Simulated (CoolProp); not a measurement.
Saturation properties of CF4 (R14).

Values from CoolProp's reference Helmholtz-energy equation of state, Platzer 1990. This equation is an older, rougher fit; its heat capacities, sound speeds and derivatives of the liquid may be far off and weren't checked against measurements.

```csv
T (K),p (bar),vapour Z,surface tension (mN/m),vapour viscosity (µPa s)
174.4,5.449,0.8774,6.96,11.0
180.1,7.061,0.8516,6.05,11.5
185.8,9.001,0.8226,5.16,12.1
191.5,11.31,0.7898,4.30,12.7
197.3,14.08,0.7522,3.46,13.4
203,17.26,0.7100,2.67,14.2
208.7,20.95,0.6614,1.92,15.2
214.4,25.20,0.6033,1.23,16.6
```

It boils at 145.1 K under 1 atm.

Viscosity comes from a separate model (Huber 2003), an estimate that may be off by 10 % or more. Surface tension comes from a separate correlation (Mulero 2012).
